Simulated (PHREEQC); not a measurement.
A solution holds 100 mmol/kgw HF, 4.6 mmol/kgw KF and 0.0044 mmol/kgw H4SiO4, at 25 °C. Closed to the air; pH follows from the charge balance.

The numbers come from PHREEQC with the ion-association model, phreeqc.dat.

Precipitation was switched off in this run.

Q: Order these F species by the share of F that they hold, largest first: F-, HF2-, HF.

A: HF (85 %), F- (8.9 %), HF2- (6.1 %)

The pH is 2.15 and the ionic strength 0.0125 mol/kgw. SiF6-2 is the database's only silicon fluoride.
